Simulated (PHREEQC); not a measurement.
NaOH is added in steps, without added water, to 1 kg of water holding 0.0013 mol/kgw Na2CO3 and 0.073 mol/kgw SrCl2, at 25 °C. Oxygen is held at 0.21 atm. The system is closed to CO2. Only these solids could form: Strontianite, Halite, Nahcolite, Natron.

Base run: PHREEQC, ion-association model, wateq4f.dat. Each further column changes one thing. The table gives pH.

| NaOH added (mol) | base | SrCl2 from 0.073 to 0.146 mol/kgw | temperature from 25 to 20 °C | SrCl2 from 0.073 to 0.73 mol/kgw |
|---|---|---|---|---|
| 0 | 8.38 | 8.29 | 8.47 | 8.03 |
| 5.3e-05 | 9.53 | 9.46 | 9.68 | 9.20 |
| 7.95e-05 | 9.70 | 9.64 | 9.85 | 9.37 |
| 0.0001325 | 9.92 | 9.86 | 10.07 | 9.59 |
| 0.000159 | 10.00 | 9.94 | 10.15 | 9.67 |
| 0.000212 | 10.13 | 10.06 | 10.28 | 9.80 |
| 0.0002385 | 10.18 | 10.12 | 10.33 | 9.85 |
| 0.0002915 | 10.27 | 10.20 | 10.41 | 9.93 |
| 0.000318 | 10.30 | 10.24 | 10.45 | 9.97 |
| 0.000371 | 10.37 | 10.31 | 10.52 | 10.04 |
| 0.0003975 | 10.40 | 10.34 | 10.55 | 10.07 |
| 0.0004505 | 10.45 | 10.39 | 10.60 | 10.12 |
| 0.000477 | 10.48 | 10.42 | 10.63 | 10.15 |
| 0.00053 | 10.52 | 10.46 | 10.67 | 10.19 |

 The ionic strength passes 0.7 mol/kgw, the rough limit of the ion-association models, in part of: SrCl2 from 0.073 to 0.73 mol/kgw.
